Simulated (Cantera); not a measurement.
A closed system holds: 1 mol Si, 0.8 mol Cl2, 5.2 mol H2, equilibrated at 19.0 bar.

These are equilibrium values from Cantera (NASA tables, ideal gas, pure condensed phases), not measurements of a reactor. Candidate condensed phases: Si; 19 gas species. Gases not in the tables: Si2H6 and higher silanes. The numbers say what is thermodynamically allowed, not how fast it happens.

What share of the Si ends up in condensed phases as a function of T (K), at 500, 600, 700, 800, 900, 1000, 1100, 1200, 1300, 1400, 1500, 1600?


```csv
T (K),Si condensed (%),as
500,51.1,Si(s)
600,51.0,Si(s)
700,50.9,Si(s)
800,51.0,Si(s)
900,51.1,Si(s)
1000,51.5,Si(s)
1100,52.2,Si(s)
1200,53.3,Si(s)
1300,54.7,Si(s)
1400,56.1,Si(s)
1500,57.3,Si(s)
1600,57.8,Si(s)
```
